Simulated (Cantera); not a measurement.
Charge: 1 mol SiH4, 4.1 mol H2, held at 1773 K and 0.00330 bar.

These are equilibrium values from Cantera (NASA tables, ideal gas, pure condensed phases), not measurements of a reactor. Candidate condensed phases: Si; 9 gas species. Gases not in the tables: Si2H6 and higher silanes. Kinetics and transport are ignored.

Base state: H2 0.994, H 0.00494, Si 0.000646, SiH 4.56e-5, SiH2 2.45e-5 (mole fractions); condensed: Si(l).

Question: What changes in the equilibrium state with this change: temperature from 1773 K to 1500 K?

Answer: 
```csv
species,before,after
H2,0.994,1.000
H,0.00494,0.000306
Si,0.000646,3.19e-6
SiH,4.56e-5,5.88e-7
SiH2,2.45e-5,1.50e-6
"Si(l), mol",0.996,0
"Si(s), mol",0,1.000
```

Question: What changes in the equilibrium state with this change: pressure from 0.00330 bar to 0.100 bar?

Answer: 
```json
[
 {"species": "H2", "before": "0.994", "after": "0.999"},
 {"species": "H", "before": "0.00494", "after": "0.000899"},
 {"species": "SiH2", "before": "2.45e-5", "after": "2.47e-5"},
 {"species": "Si", "before": "0.000646", "after": "2.13e-5"},
 {"species": "SiH", "before": "4.56e-5", "after": "8.31e-6"},
 {"species": "Si(l), mol", "before": "0.996", "after": "1.000"}
]
```
